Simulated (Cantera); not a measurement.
Charge: 1 mol C2H5OH, 0.71 mol CO2, 1.8 mol N2, at 777 °C and 2500 Pa.

Equilibrium computed with Cantera from the NASA thermochemical tables; the gas is ideal and each condensed phase is pure. Candidate condensed phases: C, C6H6, C7H8, C8H18, H2O; 136 gas species. The numbers say what is thermodynamically allowed, not how fast it happens.

Base state: H2 0.415, CO 0.334, N2 0.250, H2O 0.000629, CO2 0.000596, CH4 0.000247 (mole fractions); condensed: C(graphite).

Q: What changes in the equilibrium state with this change: C2H5OH replaced by n-butane?

A: 
```tsv
species	before	after
H2	0.415	0.607
N2	0.250	0.219
CO	0.334	0.172
CO2	0.000596	0.000158
CH4	0.000247	0.000528
H2O	0.000629	0.000475
C(graphite), mol	0.297	3.29
```
